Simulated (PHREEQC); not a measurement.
A solution holds 5.8 mmol/kgw H2SO4 and 2.7 mmol/kgw CaCl2, at 25 °C. Closed to the air; pH follows from the charge balance.

Equilibrium calculation in PHREEQC: ion-association model, phreeqc.dat.

Precipitation was switched off in this run.

What pH does the model give?

pH 2.07.

In which forms is S present?

SO4-2 59 %, HSO4- 33 %, CaSO4 7.9 %, CaHSO4+ 0.5 % of the S.

Species that the database lacks are ignored.
